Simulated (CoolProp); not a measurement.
Vapour-liquid equilibrium of R227EA (1) + isobutane (2) at 1.2 MPa; x and y are mole fractions of (1).

Computed with CoolProp (multi-fluid Helmholtz-energy mixture model, Lemmon 2016 and Bücker 2006; pair parameters Bell 2016).

```tsv
x	bubble temperature (K)	y at the bubble point	dew temperature at overall composition x (K)	liquid density (mol/L)
0.05	342.2	0.126	345.6	8.242
0.15	335.2	0.291	341.2	8.144
0.25	331.4	0.391	336.9	7.992
0.35	329.2	0.461	332.9	7.828
0.45	327.9	0.519	329.5	7.677
0.55	327.3	0.574	327.5	7.548
0.65	327.3	0.634	327.4	7.442
0.75	327.9	0.706	328.5	7.354
0.85	329.4	0.799	330.4	7.273
0.95	332.1	0.922	332.7	7.181
```

y crosses x between x = 0.55 and 0.65: the model has an azeotrope there.

Pair parameters are fitted to limited data, so mixtures are less certain than the pure fluids.
